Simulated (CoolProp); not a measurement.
Computed with CoolProp (reference Helmholtz-energy equation of state, Lemmon 2022).

Problem. For R1234yf, give the phase and the cv (kJ/(kg K)) at 370.7 K and 107 kPa; 370.7 K and 2310 kPa; 370.7 K and 3380 kPa.

Solution. 
- 370.7 K and 107 kPa: gas; cv 0.950
- 370.7 K and 2310 kPa: gas; cv 1.02
- 370.7 K and 3380 kPa: gas; cv 1.11
